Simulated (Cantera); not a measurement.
Charge: 1 mol Si₃N₄, 0.0035 mol C, 0.16 mol N₂, at 0.100 bar.

These are equilibrium values from Cantera (NASA tables, ideal gas, pure condensed phases), not measurements of a reactor. Candidate condensed phases: C, Si, SiC, Si₃N₄; 20 gas species. Mutual solubility and eutectic melting of coexisting phases are not modelled. Kinetics and transport are ignored.

Q: What share of the Si ends up in condensed phases as a function of T (°C), at 1152, 1302, 1452, 1602, 1752, 1902, 2052, 2202, 2352, 2502, 2652?

A: 
```json
[
 {"T (°C)": "1152", "Si condensed (%)": "100.0", "as": "Si₃N₄(s)"},
 {"T (°C)": "1302", "Si condensed (%)": "100.0", "as": "SiC(s) + Si₃N₄(s)"},
 {"T (°C)": "1452", "Si condensed (%)": "100.0", "as": "SiC(s) + Si₃N₄(s)"},
 {"T (°C)": "1602", "Si condensed (%)": "100.0", "as": "SiC(s) + Si₃N₄(s)"},
 {"T (°C)": "1752", "Si condensed (%)": "99.9", "as": "Si(l) + SiC(s)"},
 {"T (°C)": "1902", "Si condensed (%)": "99.7", "as": "Si(l) + SiC(s)"},
 {"T (°C)": "2052", "Si condensed (%)": "98.9", "as": "Si(l) + SiC(s)"},
 {"T (°C)": "2202", "Si condensed (%)": "96.4", "as": "Si(l)"},
 {"T (°C)": "2352", "Si condensed (%)": "88.9", "as": "Si(l)"},
 {"T (°C)": "2502", "Si condensed (%)": "63.3", "as": "Si(l)"},
 {"T (°C)": "2652", "Si condensed (%)": "0.0", "as": "-"}
]
```
